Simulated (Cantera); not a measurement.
Equilibrium for roasting and sulfation: MgCO3 + SO3 + O2

Feed: 1 mol MgCO3, 0.78 mol SO3, 0.065 mol O2, at 0.100 bar.

These are equilibrium values from Cantera (NASA tables, ideal gas, pure condensed phases), not measurements of a reactor. Candidate condensed phases: C, Mg, MgCO3, MgO, MgS, MgSO4, S; 26 gas species. Mutual solubility and eutectic melting of coexisting phases are not modelled. Rates play no part.

| T (K) | x CO2 | x SO2 | x O2 | x SO3 | x CO | n MgO(s) | n MgSO4(s) |
|---|---|---|---|---|---|---|---|
| 723 | 0.939 | 9.39e-12 | 0.0610 | 1.22e-10 | <1e-12 | 0.220 | 0.780 |
| 798 | 0.939 | 3.63e-9 | 0.0610 | 1.01e-8 | <1e-12 | 0.220 | 0.780 |
| 873 | 0.939 | 4.94e-7 | 0.0610 | 3.86e-7 | 5.19e-12 | 0.220 | 0.780 |
| 948 | 0.939 | 3.02e-5 | 0.0610 | 8.14e-6 | 1.13e-10 | 0.220 | 0.780 |
| 1023 | 0.937 | 0.000992 | 0.0614 | 0.000108 | 1.56e-9 | 0.221 | 0.779 |
| 1098 | 0.912 | 0.0188 | 0.0687 | 0.000990 | 1.39e-8 | 0.242 | 0.758 |
| 1173 | 0.678 | 0.181 | 0.134 | 0.00674 | 5.32e-8 | 0.497 | 0.503 |
| 1248 | 0.449 | 0.342 | 0.200 | 0.00857 | 1.64e-7 | 1.00 | 0 |
| 1323 | 0.449 | 0.345 | 0.202 | 0.00512 | 7.60e-7 | 1.00 | 0 |
| 1398 | 0.448 | 0.346 | 0.202 | 0.00322 | 2.99e-6 | 1.00 | 0 |
| 1473 | 0.448 | 0.347 | 0.203 | 0.00213 | 1.02e-5 | 1.00 | 0 |
| 1548 | 0.448 | 0.348 | 0.203 | 0.00146 | 3.09e-5 | 1.00 | 0 |
x: gas mole fraction; n: condensed amount in mol.

From 723 K to 1173 K the condensed part is MgO(s) + MgSO4(s). From 1248 K to 1548 K the condensed part is MgO(s).
